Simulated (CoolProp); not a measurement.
Vapour-liquid equilibrium of isopentane (1) + toluene (2) at 0.675 bar; x and y are mole fractions of (1).

The numbers come from the multi-fluid Helmholtz-energy mixture model, Lemmon 2006 and Lemmon 2006; pair parameters Bell 2016 in CoolProp.

```
x     bubble temperature (K)  y at the bubble point  dew temperature at overall composition x (K)  liquid density (mol/L)
----  ----------------------  ---------------------  --------------------------------------------  ----------------------
0.05                   354.4                  0.421                                         368.5                   8.735
0.2               (withheld)                  0.837                                         363.4              (withheld)
0.35                   310.7                  0.927                                         357.5                   8.963
0.5                    302.9                  0.959                                         350.5                   8.923
0.65              (withheld)                  0.974                                         341.6                   8.848
0.8                    294.4                  0.985                                         329.1              (withheld)
0.95                   291.0                  0.996                                         305.3                   8.669
```

**Question.** Some entries are withheld; supply them.

**Answer.** 
- 0.2, bubble temperature (K): 325.0
- 0.2, liquid density (mol/L): 8.930
- 0.65, bubble temperature (K): 298.1
- 0.8, liquid density (mol/L): 8.758

No azeotrope shows between x = 0.05 and 0.95.

Pair parameters are fitted to limited data, so mixtures are less certain than the pure fluids.
